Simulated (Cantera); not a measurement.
What does this Cantera script print?

```python
import numpy as np
import cantera as ct

gas_names = [...]  # 151 gases of nasa_gas.yaml made of C, H, N, O, Si
cond_names = """
    C(gr) C6H6(L) C7H8(L) C8H18(L),n-octa H2O(s) H2O(L) Si(cr) Si(L) SiC(b) SiO2(Lqz) SiO2(hqz) SiO2(L)
    Si2N2O(s) Si3N4(a)
""".split()


# ... load() reads the species with a 1 bar reference pressure and builds the phases ...
atoms = {
    'Si': {'Si': 1},
    'NH3': {'N': 1, 'H': 3},
    'N2': {'N': 2},
    'CO': {'C': 1, 'O': 1},
}
top_T = {'C(gr)': 4500, 'SiC(b)': 3050, 'Si2N2O(s)': 2100, 'Si3N4(a)': 2400}  # K; cautious upper limits of use, not melting points


# ... equilibrate(T, P, feed) seeds the gas with the atoms and calls Mixture.equilibrate('TP', solver="vcs", rtol=1e-11, max_steps=5000) ...
results = []
feed = {'Si': 1, 'NH3': 0.14, 'N2': 53, 'CO': 0.96}  # mol
P = 230  # Pa
for T in [800, 825, 850, 875, 900, 925, 950, 975, 1000, 1025, 1050, 1075, 1100, 1125]:
    mix = equilibrate(T, P, feed)
    results.append((T, P, feed, dict(zip(mix.species_names, mix.species_moles))))

top = {s: max(r[3][s] / sum(r[3][g] for g in gas_names) for r in results) for s in gas_names}
cols = sorted((s for s in top if top[s] > 0.0001), key=lambda s: -top[s])[:8]
seen = [c for c in cond_names if any(r[3].get(c, 0) > 1e-12 for r in results)]
print("log10 of partial pressures in bar; condensed amounts in mol")
print(f"{'T/K':>10s}" + "".join(f"{s[:9]:>10s}" for s in cols + seen))
for T, P, feed, n in results:
    ng = sum(n[g] for g in gas_names)
    print(f"{T:10.4g}" + "".join(f"{np.log10(max(n[s] / ng * P / 1e5, 1e-99)):10.3f}" for s in cols)
          + "".join(f"{n.get(c, 0):10.4g}" for c in seen))
```

Result:

```
log10 of partial pressures in bar; condensed amounts in mol
       T/K        N2        CO        H2     C(gr) SiO2(Lqz) SiO2(hqz) Si2N2O(s)
       800    -2.640    -6.635    -5.040    0.9547    0.3031         0    0.3484
       825    -2.640    -6.279    -5.040    0.9479    0.2986         0    0.3507
       850    -2.640    -5.946    -5.040    0.9339         0    0.2893    0.3554
       875    -2.640    -5.632    -5.040    0.9063         0    0.2708    0.3646
       900    -2.641    -5.336    -5.040    0.8537         0    0.2358    0.3821
       925    -2.642    -5.057    -5.041    0.7574         0    0.1716    0.4142
       950    -2.643    -4.792    -5.042    0.5869         0   0.05792     0.471
       975    -2.644    -4.702    -5.042       0.5         0         0       0.5
      1000    -2.644    -4.702    -5.042       0.5         0         0       0.5
      1025    -2.644    -4.702    -5.042       0.5         0         0       0.5
      1050    -2.644    -4.702    -5.042       0.5         0         0       0.5
      1075    -2.644    -4.702    -5.042    0.4999         0         0       0.5
      1100    -2.644    -4.702    -5.042    0.4999         0         0       0.5
      1125    -2.644    -4.702    -5.042    0.4999         0         0       0.5
```

These are equilibrium values from Cantera (NASA tables, ideal gas, pure condensed phases), not measurements of a reactor.
